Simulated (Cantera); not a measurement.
## Ignition delay

Mixture: 5.02 % CH4, 17.6 % O2, 77.3 % N2, at 500000 Pa, adiabatic and at constant pressure. Ignition delay is the time to a rise of 400 K.

Model: GRI-Mech 3.0 (53 species, 325 reactions), integrated in Cantera.

```
T0 (K)  delay (ms)
------  ----------
1050          72.5
1100          34.1
1150          16.9
1200          8.72
1250          4.65
1300          2.56
```

```
Quantity                                                Result
--------------------------------------------------  ----------
apparent activation energy between 1200 and 1300 K  160 kJ/mol
```
